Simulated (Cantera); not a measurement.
# Adiabatic ignition

An adiabatic, constant-volume homogeneous reactor starts with H2 : O2 : N2 : NO = 1 : 0.704 : 2.65 : 0.012 (molar parts), at 1775 K and 0.730 bar.

Computed with Cantera and GRI-Mech 3.0 (53 species, 325 reactions).

```tsv
t (s)	T (K)	P (bar)	x H2	x O2	x NO	x NO2	x O	x HO2
3.00e-6	1775	0.730	0.229	0.161	0.00275	3.99e-7	1.80e-5	7.87e-6
9.72e-6	1875	0.769	0.0484	0.0688	0.00276	2.17e-7	0.0354	1.88e-5
3.15e-5	2298	0.917	0.0390	0.0558	0.00289	2.99e-7	0.0341	1.08e-5
0.000102	2823	1.09	0.0305	0.0499	0.00379	9.53e-7	0.0209	1.34e-5
0.000330	2917	1.12	0.0279	0.0471	0.00902	2.76e-6	0.0175	1.66e-5
0.00107	2911	1.11	0.0282	0.0443	0.0162	4.84e-6	0.0166	1.58e-5
0.00346	2910	1.11	0.0283	0.0438	0.0177	5.25e-6	0.0164	1.56e-5
0.0112	2910	1.11	0.0283	0.0438	0.0177	5.25e-6	0.0164	1.56e-5
0.0363	2910	1.11	0.0283	0.0438	0.0177	5.25e-6	0.0164	1.56e-5
0.118	2910	1.11	0.0283	0.0438	0.0177	5.25e-6	0.0164	1.56e-5
0.381	2910	1.11	0.0283	0.0438	0.0177	5.25e-6	0.0164	1.56e-5
1.23	2910	1.11	0.0283	0.0438	0.0177	5.25e-6	0.0164	1.56e-5
4.00	2910	1.11	0.0283	0.0438	0.0177	5.25e-6	0.0164	1.56e-5
```
x: mole fraction; the columns are a selection and need not sum to one.

```yaml
time_of_steepest_temperature_rise: 8.36 µs
temperature at 4.00 s: 2910 K
equilibrium_temperature: 2910 K
x(H2) at 4.00 s: 0.0283 (gas-phase equilibrium 0.0283)
x(O2) at 4.00 s: 0.0438 (gas-phase equilibrium 0.0438)
x(NO) at 4.00 s: 0.0177 (gas-phase equilibrium 0.0177)
```
